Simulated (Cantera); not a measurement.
Cantera run, input and output.

```python
import numpy as np
import cantera as ct

gas = ct.Solution("gri30.yaml")
gas.TPX = 1950, 1333, {'C2H6': 1, 'H2': 12}
reactor = ct.IdealGasConstPressureReactor(gas, energy="off", clone=False)
net = ct.ReactorNet([reactor])
net.rtol, net.atol = 1e-08, 1e-18
show = ['C2H6', 'H2', 'CH2', 'H', 'CH3']
times = np.geomspace(6e-05, 30, 11)

steps = ct.SolutionArray(gas, extra=["t"])
rows = []
print(f"{'t/s':>10s}{'T/K':>9s}{'P/Pa':>11s}" + "".join(f"{s:>11s}" for s in show))
for t in times:
    while net.time < t:
        t_next = net.step()
        steps.append(gas.state, t=t_next)
    rows.append([np.interp(t, steps.t, y) for y in (steps.T, steps.P, *steps(*show).X.T)])
    print(f"{t:10.3e}{rows[-1][0]:9.1f}{rows[-1][1]:11.4g}" + "".join(f"{x:11.3e}" for x in rows[-1][2:]))
rate = np.gradient(steps.T, steps.t)
print("integrator steps:", len(steps.t))
if steps.T.max() > steps.T[0] + 200:
    print(f"time of steepest temperature rise: {steps.t[rate.argmax()]:.4e} s")
gas.TPX = 1950, 1333, {'C2H6': 1, 'H2': 12}
gas.equilibrate("TP")
print(f"equilibrium (TP): T = {gas.T:.1f} K  " + "  ".join(f"{s} {gas[s].X[0]:.3e}" for s in show))
```

Result:

```
       t/s      T/K       P/Pa       C2H6         H2        CH2          H        CH3
 6.000e-05   1950.0       1333  1.586e-02  8.699e-01  1.341e-04  1.245e-02  4.142e-02
 2.229e-04   1950.0       1333  1.158e-04  8.603e-01  1.248e-04  1.619e-02  2.747e-02
 8.278e-04   1950.0       1333  5.533e-05  8.777e-01  6.382e-05  9.879e-03  1.469e-02
 3.075e-03   1950.0       1333  2.072e-05  8.932e-01  2.744e-05  5.876e-03  6.952e-03
 1.142e-02   1950.0       1333  7.073e-06  9.061e-01  1.422e-05  4.528e-03  3.627e-03
 4.243e-02   1950.0       1333  1.568e-06  9.182e-01  9.385e-06  5.070e-03  1.783e-03
 1.576e-01   1950.0       1333  9.906e-08  9.244e-01  4.386e-06  6.886e-03  5.147e-04
 5.854e-01   1950.0       1333  2.507e-09  9.242e-01  1.145e-06  9.113e-03  9.422e-05
 2.174e+00   1950.0       1333  1.319e-10  9.240e-01  2.770e-07  9.603e-03  2.130e-05
 8.077e+00   1950.0       1333  5.674e-11  9.240e-01  1.708e-07  9.614e-03  1.308e-05
 3.000e+01   1950.0       1333  5.620e-11  9.240e-01  1.697e-07  9.614e-03  1.300e-05
integrator steps: 1587
equilibrium (TP): T = 1950.0 K  C2H6 5.629e-11  H2 9.240e-01  CH2 1.699e-07  H 9.614e-03  CH3 1.301e-05
```

Computed with Cantera and GRI-Mech 3.0 (53 species, 325 reactions). GRI-Mech 3.0 stops at C3 and has no aromatics, soot or wall deposition, so with more carbon than oxygen in the feed, carbon stays in small species such as C2H2 where larger ones or solid carbon would form. Radical loss at walls, strong at low pressure, is not modelled.
